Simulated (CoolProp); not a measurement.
Properties of tetrahydrofuran along the isobar 162 bar.

Values from CoolProp's reference Helmholtz-energy equation of state, Fiedler 2023.

| T (K) | phase | density (kg/m³) | cp (kJ/(kg K)) | isothermal compressibility (1/MPa) | fugacity coefficient |
|---|---|---|---|---|---|
| 402.8 | liquid | 784.8 | 2.102 | 0.001939 | 0.04810 |
| 409.5 | liquid | 777.3 | 2.129 | 0.002057 | 0.05476 |
| 416.2 | liquid | 769.7 | 2.156 | 0.002184 | 0.06199 |
| 422.9 | liquid | 762.0 | 2.183 | 0.002321 | 0.06981 |
| 429.6 | liquid | 754.2 | 2.210 | 0.002471 | 0.07822 |
| 436.3 | liquid | 746.4 | 2.238 | 0.002633 | 0.08723 |
| 443 | liquid | 738.4 | 2.266 | 0.002810 | 0.09684 |
| 449.7 | liquid | 730.3 | 2.294 | 0.003004 | 0.1070 |
| 456.4 | liquid | 722.2 | 2.322 | 0.003217 | 0.1178 |
| 463.1 | liquid | 713.8 | 2.350 | 0.003451 | 0.1292 |
